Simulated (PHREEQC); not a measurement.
Consider water at 25 °C with 0.2 mol CaCl2, 4.9e-05 mol CO2 and 0.62 mol NaCl per kg of water. Closed to the air; pH follows from the charge balance.

All values are PHREEQC results (ion-association model, phreeqc.dat), not measurements.

| quantity | before | after |
|---|---|---|
| pH | 5.17 | 5.15 |
| ionic strength (mol/kgw) | 1.22 | 1.22 |
| CO2 (mol/kgw) | 3.99e-5 | 3.92e-5 |
| HCO3- (mol/kgw) | 5.22e-6 | 5.28e-6 |
| (CO2)2 (mol/kgw) | 3.86e-11 | 1.41e-10 |

### Question
Name the change that produced these shifts.
A) CaCl2 left out
B) CO2 from 4.9e-05 to 4.41e-05 mol/kgw
C) CO2 from 4.9e-05 to 5.39e-05 mol/kgw
D) temperature from 25 to 80 °C
E) NaCl left out

### Answer
D, temperature from 25 to 80 °C

This is a speciation only: nothing precipitates in the calculation. The ionic strength passes 0.7 mol/kgw, the rough limit of the ion-association models, in every such run. Away from 25 °C the constants follow the database's enthalpies or fits; those with neither stay at their 25 °C values.
